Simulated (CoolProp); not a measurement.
Saturated liquid density (kg/m³) of R152A: the reference equation beside estimates from Tc = 113.3 °C, pc = 4517 kPa, ω = 0.275.

Values from CoolProp's reference Helmholtz-energy equation of state, Outcalt 1996. It is a modified Benedict-Webb-Rubin equation, recast in Helmholtz form.

```json
[
 {"T (°C)": "-62.85", "reference": "1089", "van der Waals": "593.3", "Peng-Robinson": "1017"},
 {"T (°C)": "-47.15", "reference": "1058", "van der Waals": "578.2", "Peng-Robinson": "992.4"},
 {"T (°C)": "-31.55", "reference": "1027", "van der Waals": "(withheld)", "Peng-Robinson": "965.8"},
 {"T (°C)": "-15.85", "reference": "(withheld)", "van der Waals": "545.3", "Peng-Robinson": "936.1"},
 {"T (°C)": "-0.25", "reference": "(withheld)", "van der Waals": "527.1", "Peng-Robinson": "903.1"},
 {"T (°C)": "15.45", "reference": "923.1", "van der Waals": "(withheld)", "Peng-Robinson": "(withheld)"},
 {"T (°C)": "31.05", "reference": "(withheld)", "van der Waals": "485.8", "Peng-Robinson": "823.2"},
 {"T (°C)": "46.75", "reference": "840.4", "van der Waals": "461.8", "Peng-Robinson": "774.0"},
 {"T (°C)": "62.45", "reference": "(withheld)", "van der Waals": "434.6", "Peng-Robinson": "716.0"}
]
```

### Question
Fill in the missing entries.

### Answer

- -31.55, van der Waals: 562.4
- -15.85, reference: 993.9
- -0.25, reference: 959.7
- 15.45, van der Waals: 507.3
- 15.45, Peng-Robinson: 865.6
- 31.05, reference: 883.9
- 62.45, reference: 791.2

Absolute difference from the reference over all 9 rows, mean and median: van der Waals 45.2 and 45.1 %, Peng-Robinson 6.8 and 6.2 %.
